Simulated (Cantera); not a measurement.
What does this Cantera script print?

```python
import numpy as np
import cantera as ct

gas_names = [...]  # 49 gases of nasa_gas.yaml made of Cl, F, H, N, Si
cond_names = """
    NH4CL(a) NH4CL(b) Si(cr) Si(L) Si3N4(a)
""".split()


# ... load() reads the species with a 1 bar reference pressure and builds the phases ...
atoms = {
    'Si3N4': {'Si': 3, 'N': 4},
    'F2': {'F': 2},
    'N2': {'N': 2},
    'HCl': {'H': 1, 'CL': 1},
}
top_T = {'Si3N4(a)': 2400}  # K; cautious upper limits of use, not melting points


# ... equilibrate(T, P, feed) seeds the gas with the atoms and calls Mixture.equilibrate('TP', solver="vcs", rtol=1e-11, max_steps=5000) ...
results = []
feed = {'Si3N4': 1, 'F2': 4.1, 'N2': 25, 'HCl': 5.1}  # mol
T = 1250  # K
P = 100000  # Pa
mix = equilibrate(T, P, feed)
results.append((T, P, feed, dict(zip(mix.species_names, mix.species_moles))))
print(gas.report(threshold=1e-06))
for i in range(1, mix.n_phases):
    print(f"{mix.phase(i).name:16s} {mix.phase_moles(i):12.5e} mol")
```

It prints:

```
       temperature   1250 K
          pressure   1e+05 Pa
           density   0.3349 kg/m^3
  mean mol. weight   34.807 kg/kmol
   phase of matter   gas

                          1 kg             1 kmol
                     ---------------   ---------------
          enthalpy       -2.3882e+06       -8.3124e+07  J
   internal energy       -2.6868e+06       -9.3517e+07  J
           entropy            7298.7        2.5404e+05  J/K
    Gibbs function       -1.1512e+07       -4.0068e+08  J
 heat capacity c_p            1122.6             39075  J/K
 heat capacity c_v            883.74             30760  J/K

                      mass frac. Y      mole frac. X     chem. pot. / RT
                     ---------------   ---------------   ---------------
               HCL          0.098162          0.093715           -36.123
                HF        0.00031518        0.00054835           -57.002
                H2         0.0016877          0.029138           -21.624
                N2           0.64413           0.80031           -25.693
             SiCL2        6.2963e-05         2.214e-05           -65.213
             SiCL3          0.000818        0.00021179           -90.523
             SiCL4          0.070785          0.014503           -115.83
              SiF3        0.00027093        0.00011084           -153.16
              SiF4           0.18269          0.061097           -199.35
            SiHCL3        0.00062435        0.00016045           -101.34
             SiHF3        0.00045396        0.00018354           -163.97
     [  +38 minor]        2.1582e-06        1.6917e-06

Si(cr)            0.00000e+00 mol
Si3N4(a)          1.51724e-01 mol
```

These are equilibrium values from Cantera (NASA tables, ideal gas, pure condensed phases), not measurements of a reactor. The tables' values for SiCl3, SiF3 are old estimates; treat these amounts as uncertain.
